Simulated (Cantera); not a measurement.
An isothermal plug-flow reactor at 700 K and 180000 Pa (inlet), inlet velocity 0.13 m/s, active area per volume 530 1/m; feed H2 : O2 : N2 = 0.025 : 0.065 : 0.79 (molar parts), equivalence ratio 0.19.

Computed with Cantera and Deutschmann's 1995 Pt surface mechanism with GRI-Mech 3.0 gas chemistry. Catalytic surfaces can have several steady states; this one follows from the mechanism file's or the stated starting coverage. Mass transfer to the wall is taken as infinitely fast.

One state of this run: x H2 = 0.000780; x O2 = 0.0609; x H2O = 0.0280; θ free Pt = 0.0246; θ O* = 0.969; θ OH* = 0.00681. x: gas mole fraction; θ: surface coverage.

Question: Which value of z (m) does it belong to?
A. 0.0069
B. 0.0015
C. 6.9e-05
D. 0.00032

Answer: D, 0.00032
